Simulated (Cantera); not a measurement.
# Equilibrium for iron carbonyl, mercury and lead vapours: PbO + CO + H2

Charge: 1 mol PbO, 1.2 mol CO, 0.37 mol H2, held at 2780 Torr.

Method: chemical equilibrium by Gibbs-energy minimisation in Cantera with the NASA 1993 tables (ideal gas, pure condensed phases). Candidate condensed phases: C, C6H6, C7H8, C8H18, H2O, Pb, PbO, PbO2, Pb3O4; 113 gas species. Equilibrium is a limit: real reactors are often held back by kinetics, nucleation or transport.

From 848 K to 898 K the condensed part is C(graphite) + Pb(l). From 948 K to 1448 K the condensed part is Pb(l). The main Pb-bearing gas is Pb throughout.

```tsv
T (K)	x CO2	x CO	x H2O	x H2	x CH4	n C(graphite)	n Pb(l)
848	0.658	0.0883	0.171	0.0707	0.0119	0.141	1.00
898	0.594	0.165	0.141	0.0909	0.00980	0.0673	1.000
948	0.524	0.243	0.124	0.104	0.00500	0	1.000
998	0.505	0.260	0.134	0.0999	0.00105	0	1.000
1048	0.495	0.270	0.143	0.0925	0.000223	0	1.000
1098	0.487	0.278	0.150	0.0852	5.25e-5	0	1.000
1148	0.480	0.284	0.157	0.0787	1.38e-5	0	1.000
1198	0.474	0.290	0.163	0.0729	4.03e-6	0	1.000
1248	0.469	0.295	0.168	0.0678	1.29e-6	0	0.999
1298	0.464	0.299	0.172	0.0633	4.47e-7	0	0.999
1348	0.460	0.303	0.176	0.0593	1.67e-7	0	0.998
1398	0.456	0.306	0.179	0.0557	6.70e-8	0	0.996
1448	0.452	0.309	0.182	0.0525	2.85e-8	0	0.994
```
x: gas mole fraction; n: condensed amount in mol.
